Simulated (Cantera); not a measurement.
An adiabatic, constant-pressure homogeneous reactor starts with CH4 : CO : O2 : N2 = 1 : 0.065 : 3.76 : 14.2 (molar parts), at 1475 K and 28000 Pa. Integrator tolerance rtol = 1e-08.

Model: GRI-Mech 3.0 (53 species, 325 reactions), integrated in Cantera.

### Question
What does this change do: constant volume in place of constant pressure?

### Answer
| quantity | before | after |
|---|---|---|
| time of steepest temperature rise | 3.37 ms | 3.28 ms |
| temperature at 0.400 s | 2403 K | 2549 K |
| equilibrium temperature | 2403 K | 2549 K |
| x(CH4) at 0.400 s | <1e-12 (gas-phase equilibrium <1e-12) | <1e-12 (gas-phase equilibrium <1e-12) |
| x(CO) at 0.400 s | 0.00689 (gas-phase equilibrium 0.00689) | 0.0106 (gas-phase equilibrium 0.0106) |
| x(O2) at 0.400 s | 0.0838 (gas-phase equilibrium 0.0838) | 0.0820 (gas-phase equilibrium 0.0820) |
| x(HCN) at 0.400 s | 3.98e-12 (gas-phase equilibrium 3.98e-12) | 2.03e-11 (gas-phase equilibrium 2.03e-11) |
| x(NO) at 0.400 s | 0.0118 (gas-phase equilibrium 0.0118) | 0.0151 (gas-phase equilibrium 0.0151) |

### Question
What does this change do: initial temperature 1475 to 1650 K?

### Answer
```tsv
quantity	before	after
time of steepest temperature rise	3.37 ms	0.893 ms
temperature at 0.400 s	2403 K	2491 K
equilibrium temperature	2403 K	2491 K
x(CH4) at 0.400 s	<1e-12 (gas-phase equilibrium <1e-12)	<1e-12 (gas-phase equilibrium <1e-12)
x(CO) at 0.400 s	0.00689 (gas-phase equilibrium 0.00689)	0.0104 (gas-phase equilibrium 0.0104)
x(O2) at 0.400 s	0.0838 (gas-phase equilibrium 0.0838)	0.0827 (gas-phase equilibrium 0.0827)
x(HCN) at 0.400 s	3.98e-12 (gas-phase equilibrium 3.98e-12)	1.14e-11 (gas-phase equilibrium 1.14e-11)
x(NO) at 0.400 s	0.0118 (gas-phase equilibrium 0.0118)	0.0137 (gas-phase equilibrium 0.0137)
```

### Question
What does this change do: pressure from 28000 Pa to 330000 Pa?

### Answer
```csv
quantity,before,after
time of steepest temperature rise,3.37 ms,0.476 ms
temperature at 0.400 s,2403 K,2475 K
equilibrium temperature,2403 K,2475 K
x(CH4) at 0.400 s,<1e-12 (gas-phase equilibrium <1e-12),<1e-12 (gas-phase equilibrium <1e-12)
x(CO) at 0.400 s,0.00689 (gas-phase equilibrium 0.00689),0.00326 (gas-phase equilibrium 0.00326)
x(O2) at 0.400 s,0.0838 (gas-phase equilibrium 0.0838),0.0830 (gas-phase equilibrium 0.0830)
x(HCN) at 0.400 s,3.98e-12 (gas-phase equilibrium 3.98e-12),6.21e-12 (gas-phase equilibrium 6.21e-12)
x(NO) at 0.400 s,0.0118 (gas-phase equilibrium 0.0118),0.0134 (gas-phase equilibrium 0.0134)
```
